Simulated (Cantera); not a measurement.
A freely propagating, adiabatic, planar premixed flame of 19.7 % H₂, 16.4 % O₂, 63.9 % N₂, equivalence ratio 0.60, unburnt at 673 K and 100.0 Torr; mixture-averaged transport, grid criteria slope 0.08 and curve 0.16, no radiation.

Computed with Cantera and the H2/O2 subset of GRI-Mech 3.0, which has no nitrogen chemistry. Burning velocities carry a grid error of a few per cent, more on coarse grids. Lean hydrogen flames are cellular in practice and burn faster than this planar one.

Problem. Predict: laminar burning velocity; thermal thickness; peak x(O); peak x(H₂O₂); peak x(OH).

Solution. 
```
Quantity                     Value
------------------------  --------
laminar burning velocity  569 cm/s
thermal thickness          7.04 mm
peak x(O)                   0.0176
peak x(H₂O₂)               1.14e-6
peak x(OH)                  0.0130
```
